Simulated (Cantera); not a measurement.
Input (Python, Cantera):

```python
import numpy as np
import cantera as ct

gas = ct.Solution("gri30.yaml")
gas.TPX = 325, 43000, {'CH4': 1, 'CO': 0.19, 'O2': 4.19, 'N2': 15.8}
inlet = ct.Reservoir(gas, clone=True)
gas.equilibrate("HP")  # start burning
reactor = ct.IdealGasConstPressureReactor(gas, energy="on", clone=False)
exhaust = ct.Reservoir(gas, clone=True)
tau = [0.077, 0.041, 0.022, 0.012, 0.0064, 0.0034, 0.0018, 0.00098, 0.00052, 0.00028, 0.00015, 8.1e-05, 4.3e-05][0]
for a, b in ((inlet, reactor), (reactor, exhaust)):
    ct.MassFlowController(a, b, mdot=lambda t: reactor.mass / tau)
net = ct.ReactorNet([reactor])
show = ['CH4', 'CO', 'O2', 'CH2CO', 'C2H2', 'H2O', 'N2O']

rows = []
print(f"{'tau/s':>10s}{'T/K':>9s}" + "".join(f"{s:>11s}" for s in show))
for tau in [0.077, 0.041, 0.022, 0.012, 0.0064, 0.0034, 0.0018, 0.00098, 0.00052, 0.00028, 0.00015, 8.1e-05, 4.3e-05]:
    net.initial_time = 0.0
    net.advance(30 * tau)
    before = gas.X
    net.advance(40 * tau)
    drift = np.max(np.abs(gas.X - before) / (gas.X + 1e-9))
    rows.append([gas.T, *gas[show].X, drift])
    print(f"{tau:10.3e}{gas.T:9.1f}" + "".join(f"{x:11.3e}" for x in gas[show].X))
```

Result:

```
     tau/s      T/K        CH4         CO         O2      CH2CO       C2H2        H2O        N2O
 7.700e-02   1500.1  3.601e-05  7.793e-04  9.945e-02  3.328e-09  5.833e-10  9.404e-02  4.168e-07
 4.100e-02   1493.9  5.383e-05  1.199e-03  9.959e-02  5.016e-09  6.760e-10  9.377e-02  3.729e-07
 2.200e-02   1484.8  8.077e-05  1.839e-03  9.984e-02  7.595e-09  7.897e-10  9.341e-02  3.254e-07
 1.200e-02   1471.9  1.219e-04  2.796e-03  1.003e-01  1.178e-08  9.617e-10  9.293e-02  2.794e-07
 6.400e-03   1452.3  1.931e-04  4.351e-03  1.010e-01  1.996e-08  1.306e-09  9.225e-02  2.339e-07
 3.400e-03   1422.3  3.282e-04  6.912e-03  1.025e-01  3.891e-08  2.141e-09  9.128e-02  1.897e-07
 1.800e-03   1372.3  6.599e-04  1.156e-02  1.055e-01  1.045e-07  5.162e-09  8.972e-02  1.405e-07
 9.800e-04    325.0  4.721e-02  8.971e-03  1.978e-01 -4.809e-20 -1.993e-21 -6.664e-16 -6.185e-22
 5.200e-04    325.0  4.721e-02  8.971e-03  1.978e-01 -1.548e-23 -6.418e-25 -2.145e-19 -1.991e-25
 2.800e-04    325.0  4.721e-02  8.971e-03  1.978e-01 -9.780e-25 -4.054e-26 -1.355e-20 -1.258e-26
 1.500e-04    325.0  4.721e-02  8.971e-03  1.978e-01 -6.177e-26 -2.561e-27 -8.560e-22 -7.945e-28
 8.100e-05    325.0  4.721e-02  8.971e-03  1.978e-01 -3.902e-27 -1.618e-28 -5.407e-23 -5.019e-29
 4.300e-05    325.0  4.721e-02  8.971e-03  1.978e-01 -2.465e-28 -1.022e-29 -3.416e-24 -3.170e-30
```

Computed with Cantera and GRI-Mech 3.0 (53 species, 325 reactions).
